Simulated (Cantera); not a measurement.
An isothermal, constant-pressure homogeneous reactor starts with H2 : O2 : N2 : H2O = 1.9 : 1 : 7.2 : 0.016 (molar parts), at 1248 K and 0.760 bar.

Computed with Cantera and the H2/O2 subset of GRI-Mech 3.0, which has no nitrogen chemistry. The temperature is held fixed by assumption; the heat of reaction is taken as removed at once.

x: mole fraction; the columns are a selection and need not sum to one.

```tsv
t (s)	x H2	x O2	x O	x H2O	x OH	x H2O2	x H
0.000300	0.00864	0.0101	0.000731	0.196	0.00124	2.63e-6	0.00436
0.000842	0.00273	0.00675	0.000138	0.205	0.000520	1.65e-6	0.000571
0.00236	0.000696	0.00574	2.62e-5	0.208	0.000223	7.10e-7	6.19e-5
0.00662	0.000138	0.00550	4.45e-6	0.209	9.36e-5	2.10e-7	5.16e-6
0.0186	2.24e-5	0.00546	7.86e-7	0.209	4.05e-5	5.15e-8	3.71e-7
0.0521	…	0.00545	…	0.209	…	…	…
0.146	…	0.00545	…	0.209	…	…	…
0.410	2.57e-7	0.00545	1.51e-8	0.209	5.71e-6	1.27e-9	6.73e-10
1.15	1.29e-7	0.00545	7.10e-9	0.209	3.91e-6	6.06e-10	2.35e-10
3.23	1.09e-7	0.00545	5.71e-9	0.209	3.50e-6	4.90e-10	1.79e-10
9.06	1.08e-7	0.00545	5.68e-9	0.209	3.50e-6	4.88e-10	1.78e-10
25.4	1.08e-7	0.00545	5.68e-9	0.209	3.50e-6	4.88e-10	1.78e-10
71.3	1.08e-7	0.00545	5.68e-9	0.209	3.50e-6	4.88e-10	1.78e-10
200	1.08e-7	0.00545	5.68e-9	0.209	3.50e-6	4.88e-10	1.78e-10
```

### Question
Fill in the missing entries.

### Answer

- 0.0521, x H2: 3.68e-6
- 0.0521, x O: 1.66e-7
- 0.0521, x OH: 1.89e-5
- 0.0521, x H2O2: 1.27e-8
- 0.0521, x H: 2.97e-8
- 0.146, x H2: 8.09e-7
- 0.146, x O: 4.47e-8
- 0.146, x OH: 9.82e-6
- 0.146, x H2O2: 3.64e-9
- 0.146, x H: 3.55e-9
